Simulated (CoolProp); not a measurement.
Ethylene along the isobar 20100 kPa: fugacity coefficient from the reference equation and from simpler models built on Tc = 282.4 K, pc = 5042 kPa, ω = 0.087; each cubic takes its own stable root.

Model: reference Helmholtz-energy equation of state, Smukala 2000, in CoolProp.

```csv
T (K),phase,reference
137.2,liquid,0.001006
176.3,liquid,0.01398
215.4,liquid,0.06419
254.5,liquid,0.1664
293.6,supercritical,0.3093
332.7,supercritical,0.4643
371.8,supercritical,0.6033
410.9,supercritical,0.7131
450,supercritical,0.7959
```

Question: How far does each simpler model (van der Waals, Redlich-Kwong, Soave-Redlich-Kwong, Peng-Robinson) lie from the reference over these 9 states: mean and median of the absolute difference, and the worst?

Answer: 
- van der Waals: mean 258.4 %, median 16.8 %, worst +1738.0 % at 137.2 K and 20100 kPa
- Redlich-Kwong: mean 5.4 %, median 4.1 %, worst -14.5 % at 137.2 K and 20100 kPa
- Soave-Redlich-Kwong: mean 3.8 %, median 4.2 %, worst +5.2 % at 293.6 K and 20100 kPa
- Peng-Robinson: mean 3.3 %, median 3.4 %, worst -4.7 % at 215.4 K and 20100 kPa
